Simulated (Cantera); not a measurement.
An isothermal, constant-pressure homogeneous reactor starts with N2O : H2 : N2 = 1 : 0.022 : 4.6 (molar parts), at 1125 K and 2670 Pa.

Model: GRI-Mech 3.0 (53 species, 325 reactions), integrated in Cantera. GRI-Mech 3.0 was tuned for natural gas; its chemistry of N2O as a main component is partial and can be far from experiment. Radical loss at walls, strong at low pressure, is not modelled. The mechanism lacks the step 2 NO + O2 → 2 NO2, which can matter for NO2 below about 1400 K. The temperature is held fixed by assumption; the heat of reaction is taken as removed at once.

### Question
Predict: x(N2O) at 50.0 s; x(H2) at 50.0 s; x(HO2) at 50.0 s; x(NO) at 50.0 s; x(H2O) at 50.0 s.

### Answer
| Quantity | Value |
|---|---|
| x(N2O) at 50.0 s | 0.143 (gas-phase equilibrium 9.22e-10) |
| x(H2) at 50.0 s | 7.01e-9 (gas-phase equilibrium 1.89e-10) |
| x(HO2) at 50.0 s | 2.18e-8 (gas-phase equilibrium 2.05e-10) |
| x(NO) at 50.0 s | 0.00202 (gas-phase equilibrium 7.10e-5) |
| x(H2O) at 50.0 s | 0.00386 (gas-phase equilibrium 0.00360) |
